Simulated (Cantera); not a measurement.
**Hydrocarbon pyrolysis for carbon deposition**

An isothermal, constant-pressure homogeneous reactor starts with C3H8 : H2 = 1 : 84 (molar parts), at 1100 K and 2600 Pa.

Computed with Cantera and GRI-Mech 3.0 (53 species, 325 reactions). GRI-Mech 3.0 was tuned for natural gas; its chemistry of propane as a main component is partial and can be far from experiment. GRI-Mech 3.0 stops at C3 and has no aromatics, soot or wall deposition, so with more carbon than oxygen in the feed, carbon stays in small species such as C2H2 where larger ones or solid carbon would form. Radical loss at walls, strong at low pressure, is not modelled.

| t (s) | x C3H8 | x H2 | x C2H | x C2H2 | x C2H4 | x CH4 |
|---|---|---|---|---|---|---|
| 0.000500 | 0.0118 | 0.988 | <1e-12 | <1e-12 | 1.28e-6 | 1.01e-6 |
| 0.00162 | 0.0117 | 0.988 | <1e-12 | 4.70e-11 | 1.41e-5 | 1.25e-5 |
| 0.00522 | 0.0116 | 0.988 | <1e-12 | 5.55e-9 | 0.000146 | 0.000141 |
| 0.0169 | 0.0104 | 0.987 | <1e-12 | 5.39e-7 | 0.00136 | 0.00135 |
| 0.0545 | 0.00470 | 0.981 | <1e-12 | 2.35e-5 | 0.00690 | 0.00698 |
| 0.176 | 0.000355 | 0.977 | <1e-12 | 0.000182 | 0.0108 | 0.0116 |
| 0.568 | 1.58e-5 | 0.976 | <1e-12 | 0.000383 | 0.0108 | 0.0121 |
| 1.84 | 4.60e-7 | 0.976 | <1e-12 | 0.000595 | 0.0106 | 0.0122 |
| 5.93 | 2.84e-8 | 0.976 | <1e-12 | 0.00105 | 0.0100 | 0.0124 |
| 19.2 | 2.46e-8 | 0.976 | <1e-12 | 0.00213 | 0.00874 | 0.0129 |
| 61.9 | 1.93e-8 | 0.976 | <1e-12 | 0.00345 | 0.00687 | 0.0140 |
| 200 | 1.66e-8 | 0.974 | <1e-12 | 0.00353 | 0.00563 | 0.0164 |
x: mole fraction; the columns are a selection and need not sum to one.

Equilibrium at this temperature and pressure: C3H8 2.41e-11, H2 0.965, C2H <1e-12, C2H2 2.16e-5, C2H4 3.59e-5, CH4 0.0352 (gas phase only).
